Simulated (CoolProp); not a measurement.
A Linde-Hampson liquefier for ethylene: isothermal reversible compression at 320 K from 1 atm to 20 MPa, throttling to 1 atm, return gas leaving the recuperator 0 K below the feed. Each further row changes one setting.

Values from CoolProp's reference Helmholtz-energy equation of state, Smukala 2000.

```
case                        liquid yield per pass  compression work (kJ/kg of gas)
--------------------------  ---------------------  -------------------------------
as stated                                   0.416                              418
high pressure 40 MPa                        0.428                              468
warm-end temperature 350 K                  0.331                              483
warm-end gap 5 K                            0.410                              418
```
